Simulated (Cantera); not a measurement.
Input (Python, Cantera):

```python
import numpy as np
import cantera as ct

gas = ct.Solution("gri30.yaml")
gas.TPX = 1423, 1333, {'CH4': 0.042, 'H2': 1, 'N2': 0.002}
reactor = ct.IdealGasConstPressureReactor(gas, energy="off", clone=False)
net = ct.ReactorNet([reactor])
net.rtol, net.atol = 1e-08, 1e-18
show = ['CH4', 'H2', 'C2H2', 'H', 'CH2', 'C2H4']
times = np.geomspace(0.0005, 40, 15)

steps = ct.SolutionArray(gas, extra=["t"])
rows = []
print(f"{'t/s':>10s}{'T/K':>9s}{'P/Pa':>11s}" + "".join(f"{s:>11s}" for s in show))
for t in times:
    while net.time < t:
        t_next = net.step()
        steps.append(gas.state, t=t_next)
    rows.append([np.interp(t, steps.t, y) for y in (steps.T, steps.P, *steps(*show).X.T)])
    print(f"{t:10.3e}{rows[-1][0]:9.1f}{rows[-1][1]:11.4g}" + "".join(f"{x:11.3e}" for x in rows[-1][2:]))
rate = np.gradient(steps.T, steps.t)
print("integrator steps:", len(steps.t))
if steps.T.max() > steps.T[0] + 200:
    print(f"time of steepest temperature rise: {steps.t[rate.argmax()]:.4e} s")
gas.TPX = 1423, 1333, {'CH4': 0.042, 'H2': 1, 'N2': 0.002}
gas.equilibrate("TP")
print(f"equilibrium (TP): T = {gas.T:.1f} K  " + "  ".join(f"{s} {gas[s].X[0]:.3e}" for s in show))
```

It prints:

```
       t/s      T/K       P/Pa        CH4         H2       C2H2          H        CH2       C2H4
 5.000e-04   1423.0       1333  4.023e-02  9.579e-01  1.520e-19  3.536e-08  6.172e-16  3.615e-15
 1.120e-03   1423.0       1333  4.023e-02  9.579e-01  4.510e-18  7.959e-08  3.631e-15  4.631e-14
 2.508e-03   1423.0       1333  4.023e-02  9.579e-01  1.250e-16  1.786e-07  1.971e-14  5.556e-13
 5.619e-03   1423.0       1333  4.023e-02  9.579e-01  3.375e-15  4.005e-07  1.026e-13  6.448e-12
 1.258e-02   1423.0       1333  4.023e-02  9.579e-01  9.168e-14  8.973e-07  5.230e-13  7.357e-11
 2.819e-02   1423.0       1333  4.023e-02  9.579e-01  2.587e-12  2.009e-06  2.633e-12  8.316e-10
 6.314e-02   1423.0       1333  4.023e-02  9.579e-01  8.254e-11  4.485e-06  1.315e-11  9.603e-09
 1.414e-01   1423.0       1333  4.022e-02  9.578e-01  3.136e-09  9.909e-06  6.407e-11  1.156e-07
 3.168e-01   1423.0       1333  4.021e-02  9.578e-01  1.366e-07  2.089e-05  2.831e-10  1.355e-06
 7.095e-01   1423.0       1333  4.017e-02  9.578e-01  4.337e-06  3.604e-05  8.352e-10  9.979e-06
 1.589e+00   1423.0       1333  4.004e-02  9.579e-01  4.633e-05  4.246e-05  1.152e-09  2.440e-05
 3.560e+00   1423.0       1333  3.976e-02  9.580e-01  1.820e-04  4.280e-05  1.162e-09  2.774e-05
 7.973e+00   1423.0       1333  3.912e-02  9.584e-01  4.863e-04  4.295e-05  1.151e-09  2.950e-05
 1.786e+01   1423.0       1333  3.775e-02  9.591e-01  1.140e-03  4.329e-05  1.127e-09  3.329e-05
 4.000e+01   1423.0       1333  3.496e-02  9.605e-01  2.476e-03  4.403e-05  1.078e-09  4.118e-05
integrator steps: 393
equilibrium (TP): T = 1423.0 K  CH4 3.378e-03  H2 9.770e-01  C2H2 1.667e-02  H 5.725e-05  CH2 1.737e-10  C2H4 1.378e-04
```

Computed with Cantera and GRI-Mech 3.0 (53 species, 325 reactions). GRI-Mech 3.0 stops at C3 and has no aromatics, soot or wall deposition, so with more carbon than oxygen in the feed, carbon stays in small species such as C2H2 where larger ones or solid carbon would form. Radical loss at walls, strong at low pressure, is not modelled.
